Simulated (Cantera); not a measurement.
**Ignition delay**

Mixture: CH4 : O2 : N2 : H2O = 1 : 1.54 : 10 : 1.9 (molar parts), equivalence ratio 1.3, at 1.00 bar, adiabatic and at constant pressure. Ignition delay is the time to a rise of 400 K.

Detailed kinetics in Cantera: GRI-Mech 3.0 (53 species, 325 reactions).

| T0 (K) | delay (ms) |
|---|---|
| 1075 | 718 |
| 1175 | 173 |
| 1275 | 45.9 |
| 1375 | 12.9 |
| 1475 | 3.80 |
| 1575 | 1.24 |
| 1675 | 0.471 |
| 1775 | 0.210 |

```json
{
  "apparent activation energy between 1575 and 1775 K": "210 kJ/mol"
}
```
